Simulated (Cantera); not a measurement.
A perfectly stirred reactor is fed with CH3OH : O2 : N2 : H2O = 1 : 1.5 : 5.64 : 0.24 (molar parts), at 760 Torr; it is adiabatic with a 575 K inlet, and is followed from long to short residence time, starting on the burning branch (τ in s: 0.033, 0.014, 0.0056, 0.0023, 0.00093, 0.00038, 0.00016, 6.4e-05, 2.6e-05, 1.1e-05).

Detailed kinetics in Cantera: GRI-Mech 3.0 (53 species, 325 reactions). GRI-Mech 3.0 was tuned for natural gas; its chemistry of methanol as a main component is partial and can be far from experiment.

Problem. What does this change do: inlet temperature 575 to 773 K?

Solution. 
```tsv
quantity	before	after
blow-out, bracketed by the residence times tried	burning at 64.0 µs, out at 26.0 µs	burning at 64.0 µs, out at 26.0 µs
x(CH3OH) at τ = 33.0 ms	1.76e-6	1.18e-6
x(O2) at τ = 33.0 ms	0.00987	0.0116
x(H2O) at τ = 33.0 ms	0.237	0.233
x(NO) at τ = 33.0 ms	0.000981	0.00208
x(HCO) at τ = 33.0 ms	1.07e-7	1.00e-7
x(CH3OH) at τ = 0.380 ms	5.47e-5	4.32e-5
x(O2) at τ = 0.380 ms	0.0235	0.0246
x(H2O) at τ = 0.380 ms	0.215	0.212
x(NO) at τ = 0.380 ms	4.32e-5	6.84e-5
x(HCO) at τ = 0.380 ms	8.72e-6	7.91e-6
```

Problem. What does this change do: inlet temperature 575 to 648 K?

Solution. 
| quantity | before | after |
|---|---|---|
| blow-out, bracketed by the residence times tried | burning at 64.0 µs, out at 26.0 µs | burning at 64.0 µs, out at 26.0 µs |
| x(CH3OH) at τ = 33.0 ms | 1.76e-6 | 1.53e-6 |
| x(O2) at τ = 33.0 ms | 0.00987 | 0.0105 |
| x(H2O) at τ = 33.0 ms | 0.237 | 0.236 |
| x(NO) at τ = 33.0 ms | 0.000981 | 0.00132 |
| x(HCO) at τ = 33.0 ms | 1.07e-7 | 1.04e-7 |
| x(CH3OH) at τ = 0.380 ms | 5.47e-5 | 5.01e-5 |
| x(O2) at τ = 0.380 ms | 0.0235 | 0.0239 |
| x(H2O) at τ = 0.380 ms | 0.215 | 0.214 |
| x(NO) at τ = 0.380 ms | 4.32e-5 | 5.05e-5 |
| x(HCO) at τ = 0.380 ms | 8.72e-6 | 8.41e-6 |
